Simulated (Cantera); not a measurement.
A perfectly stirred reactor is fed with CH4 : CO2 = 1 : 3.2 (molar parts), at 2.10 bar; it is held at 2198 K, and followed from long to short residence time.

Detailed kinetics in Cantera: GRI-Mech 3.0 (53 species, 325 reactions).

**Question.** What does this change do: temperature 2198 to 2150 K?

**Answer.** 
```
quantity                 before     after
---------------------  --------  --------
x(CH4) at τ = 9.50 s    1.79e-6   3.44e-6
x(CO2) at τ = 9.50 s      0.157     0.158
x(O2) at τ = 9.50 s     1.53e-6   7.93e-7
x(CH3) at τ = 9.50 s    3.60e-7   5.29e-7
x(HO2) at τ = 9.50 s    1.39e-9  7.15e-10
x(CH4) at τ = 16.0 ms   0.00140   0.00226
x(CO2) at τ = 16.0 ms     0.161     0.166
x(O2) at τ = 16.0 ms    9.88e-7   5.45e-7
x(CH3) at τ = 16.0 ms  0.000235  0.000298
x(HO2) at τ = 16.0 ms  9.21e-10  5.23e-10
```

**Question.** What does this change do: pressure from 2.10 bar to 1.01 bar?

**Answer.** 
| quantity | before | after |
|---|---|---|
| x(CH4) at τ = 9.50 s | 1.79e-6 | 1.74e-6 |
| x(CO2) at τ = 9.50 s | 0.157 | 0.157 |
| x(O2) at τ = 9.50 s | 1.53e-6 | 3.14e-6 |
| x(CH3) at τ = 9.50 s | 3.60e-7 | 4.92e-7 |
| x(HO2) at τ = 9.50 s | 1.39e-9 | 1.98e-9 |
| x(CH4) at τ = 16.0 ms | 0.00140 | 0.00183 |
| x(CO2) at τ = 16.0 ms | 0.161 | 0.164 |
| x(O2) at τ = 16.0 ms | 9.88e-7 | 1.44e-6 |
| x(CH3) at τ = 16.0 ms | 0.000235 | 0.000374 |
| x(HO2) at τ = 16.0 ms | 9.21e-10 | 1.01e-9 |
